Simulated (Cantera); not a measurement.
Feed: 1 mol PbO, 2.2 mol C, 1.5 mol CO, held at 1873 K and 100000 Pa.

These are equilibrium values from Cantera (NASA tables, ideal gas, pure condensed phases), not measurements of a reactor. Candidate condensed phases: C, Pb, PbO, PbO2, Pb3O4; 15 gas species. Equilibrium is a limit: real reactors are often held back by kinetics, nucleation or transport.

### Question
What is the equilibrium state?

### Answer
* **x(CO)**: 0.715
* **x(Pb)**: 0.285
* **x(Pb2)**: 0.000512
* **x(CO2)**: 2.51e-5
* **n(C(graphite))**: 1.20 mol
* **gas amount**: 3.498 mol
* **log10 activity of Pb(l) (absent)**: -0.18
